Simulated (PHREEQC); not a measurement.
Consider water at 25 °C with 1.5 mmol/kgw NH3 and 1.7 mmol/kgw H3BO3. Closed to the air; pH follows from the charge balance.

Model: ion-association model, phreeqc.dat, run in PHREEQC.

```json
[
 {"quantity": "pH", "before": "9.18", "after": "9.18"},
 {"quantity": "ionic strength (mol/kgw)", "before": "0.000819", "after": "0.00108"},
 {"quantity": "H3BO3 (mol/kgw)", "before": "0.000897", "after": "0.000895"},
 {"quantity": "NH4+ (mol/kgw)", "before": "0.000819", "after": "0.000821"},
 {"quantity": "H2BO3- (mol/kgw)", "before": "0.000803", "after": "0.000805"},
 {"quantity": "NH3 (mol/kgw)", "before": "0.000681", "after": "0.000679"}
]
```

Q: Name the change that produced these shifts.
(A) diluted 100-fold with water
(B) diluted 2-fold with water
(C) 8.8e-05 mol/kgw MgCl2 added
(D) H3BO3 from 0.0017 to 0.017 mol/kgw
(E) diluted 5-fold with water

A: C, 8.8e-05 mol/kgw MgCl2 added

No solid was allowed to form.
